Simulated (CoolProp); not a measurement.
200 sccm (0 °C, 1 atm) of nitrogen bubbles through liquid p-xylene at 343.8 K and leaves saturated at a total pressure of 0.15 MPa (ideal gas phase). Each further row changes one setting.

The numbers come from the reference Helmholtz-energy equation of state, Zhou 2012 in CoolProp.

```
case                      vapour pressure (kPa)  mole fraction of vapour  delivery (mg/min)  delivery (sccm)  change of delivery for a bath 1 K warmer (%)
------------------------  ---------------------  -----------------------  -----------------  ---------------  --------------------------------------------
as stated                                  10.8                   0.0720               73.4             15.5                                             ?
bath temperature 348.8 K                   13.2                   0.0880               91.4                ?                                           4.4
total pressure 0.3 MPa                     10.8                   0.0360                  ?             7.46                                           4.3
```

Q: What belongs in the gaps?

A: 
- as stated, change of delivery for a bath 1 K warmer (%): 4.5
- bath temperature 348.8 K, delivery (sccm): 19.3
- total pressure 0.3 MPa, delivery (mg/min): 35.4
